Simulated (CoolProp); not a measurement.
R11 at 293.15 K and 0.00656 MPa is compressed adiabatically to 0.0419 MPa with isentropic efficiency 0.9. Each further row changes one setting.

The numbers come from the reference Helmholtz-energy equation of state, Jacobsen 1992 in CoolProp.

```tsv
case	work (kJ/kg)	final temperature (K)	final density (kg/m³)
as stated	(withheld)	(withheld)	(withheld)
efficiency 1	(withheld)	354.8	(withheld)
efficiency 0.65	55.6	385.9	(withheld)
```

### Question
Some entries are withheld; supply them.

### Answer

- as stated, work (kJ/kg): 40.1
- as stated, final temperature (K): 361.3
- as stated, final density (kg/m³): 1.93
- efficiency 1, work (kJ/kg): 36.1
- efficiency 1, final density (kg/m³): 1.97
- efficiency 0.65, final density (kg/m³): 1.80
